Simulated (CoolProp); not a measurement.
Properties of hydrogen chloride at several states.

Computed with CoolProp (reference Helmholtz-energy equation of state, Thol 2018).

| T (°C) | p (bar) | phase | speed of sound (m/s) | Joule-Thomson coefficient (K/MPa) | expansivity (1/kK) | fugacity coefficient |
|---|---|---|---|---|---|---|
| -87.95 | 0.407 | gas | 241.7 | 56.36 | 5.644 | 0.9878 |
| 203.15 | 0.276 | gas | 389.5 | 6.142 | 2.102 | 0.9996 |
| 98.05 | 175 | supercritical | 322.6 | 3.075 | 16.61 | 0.5691 |
